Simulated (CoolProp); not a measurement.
Hexamethyldisiloxane (MM) along the isotherm 330.6 K: density (kg/m³) from the reference equation and from simpler models built on Tc = 518.7 K, pc = 1.931 MPa, ω = 0.418; each cubic takes its own stable root.

Model: reference Helmholtz-energy equation of state, Thol 2016, in CoolProp.

```
p (MPa)   phase  reference  van der Waals  Redlich-Kwong  Peng-Robinson
-------  ------  ---------  -------------  -------------  -------------
0.0966   liquid      724.7          5.969          639.5          764.4
0.193    liquid      724.9          12.56          640.0          764.7
0.29     liquid      725.1          436.8          640.5          765.0
0.386    liquid      725.3          437.5          641.0          765.3
0.483    liquid      725.5          438.2          641.5          765.6
0.579    liquid      725.7          438.9          642.0          765.8
0.676    liquid      725.9          439.5          642.5          766.1
0.772    liquid      726.1          440.2          643.0          766.4
0.869    liquid      726.3          440.8          643.5          766.7
0.966    liquid      726.5          441.4          644.0          766.9
```

At some of these states van der Waals gives the other phase, because its saturation line lies elsewhere.
